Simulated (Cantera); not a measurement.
A closed system holds: 1 mol SiCl4, 0.61 mol C2H4, 34 mol H2, equilibrated at 10000 Pa.

Cantera equilibrium calculation (NASA polynomials, part measured and part estimated; ideal gas, pure solids and liquids). Candidate condensed phases: C, C6H6, C7H8, C8H18, Si, SiC; 109 gas species. The tables' values for SiCl, SiCl3 are old estimates; treat these amounts as uncertain. Gases not in the tables: Si2H6 and higher silanes. Equilibrium is a limit: real reactors are often held back by kinetics, nucleation or transport.

log p: log10 of the partial pressure in bar; n: condensed amount in mol.

```csv
T (K),log p H2,log p HCl,log p H,log p Si,log p C2H2 (acetylene),log p Cl,n C(graphite),n SiC(s)
1100,-1.05,-2.01,-8.11,<-13,-8.92,-9.12,0.207,[?]
1250,-1.05,-1.97,-6.84,<-13,-7.65,-7.83,0.201,0.986
1400,-1.05,-1.97,-5.84,-11.40,-6.65,-6.84,0.216,0.991
1550,-1.05,-1.97,-5.03,-9.53,-5.84,-6.05,0.228,0.985
1700,-1.05,-1.97,-4.36,-8.00,-5.18,-5.39,0.238,0.974
1850,-1.05,-1.98,-3.79,-6.71,-4.63,-4.84,0.242,0.959
2000,-1.05,-1.98,-3.31,-5.62,-4.17,-4.38,0.229,0.938
2150,-1.06,-1.99,-2.90,-4.69,-3.77,-3.98,0.186,0.903
2300,-1.06,-2.01,-2.55,-3.87,-3.43,-3.64,0.110,[?]
2450,-1.08,-2.04,-2.24,-3.16,-3.14,-3.35,0.0933,[?]
2600,-1.12,-2.07,-1.97,-2.85,-2.99,-3.08,0,[?]
```

### Question
What belongs in the gaps?

### Answer

- 1100, n SiC(s): 0.906
- 2300, n SiC(s): 0.807
- 2450, n SiC(s): 0.405
- 2600, n SiC(s): 0
